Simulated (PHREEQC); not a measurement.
Solution (20 °C): 0.18 mol/kgw CuSO4, 0.00012 mol/kgw HNO3 and 0.031 mol/kgw Na2SO4. Closed to the air; pH follows from the charge balance.

The numbers come from PHREEQC with the ion-association model, phreeqc.dat.

Precipitation was switched off in this run.

**Question.** Order these S species by the share of S that they hold, largest first: SO4-2, NaSO4-, CuSO4.

**Answer.** SO4-2 (51 %), CuSO4 (46 %), NaSO4- (3.2 %)

The pH is 4.37 and the ionic strength 0.414 mol/kgw.
